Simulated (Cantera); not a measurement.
A perfectly stirred reactor is fed with NO : N₂ = 1 : 10 (molar parts), at 760 Torr; it is held at 1823 K, and followed from long to short residence time.

Detailed kinetics in Cantera: GRI-Mech 3.0 (53 species, 325 reactions).

Question: What does this change do: temperature 1823 to 1973 K?

Answer: 
```csv
quantity,before,after
x(NO) at τ = 2.20 s,0.0802,0.0551
x(NO₂) at τ = 2.20 s,3.32e-5,2.98e-5
x(N₂O) at τ = 2.20 s,2.81e-6,1.54e-6
x(N₂) at τ = 2.20 s,0.914,0.927
x(O) at τ = 2.20 s,1.21e-5,7.45e-5
x(NO) at τ = 0.150 s,0.0901,0.0876
x(NO₂) at τ = 0.150 s,1.80e-5,1.90e-5
x(N₂O) at τ = 0.150 s,3.50e-6,3.67e-6
x(N₂) at τ = 0.150 s,0.909,0.911
x(O) at τ = 0.150 s,5.96e-6,3.06e-5
```

Question: What does this change do: NO 1 to 2.6 parts?

Answer: 
```
quantity                before     after
---------------------  -------  --------
x(NO) at τ = 2.20 s     0.0802     0.163
x(NO₂) at τ = 2.20 s   3.32e-5  0.000130
x(N₂O) at τ = 2.20 s   2.81e-6   1.13e-5
x(N₂) at τ = 2.20 s      0.914     0.815
x(O) at τ = 2.20 s     1.21e-5   2.33e-5
x(NO) at τ = 0.150 s    0.0901     0.202
x(NO₂) at τ = 0.150 s  1.80e-5   6.90e-5
x(N₂O) at τ = 0.150 s  3.50e-6   1.75e-5
x(N₂) at τ = 0.150 s     0.909     0.796
x(O) at τ = 0.150 s    5.96e-6   1.03e-5
```
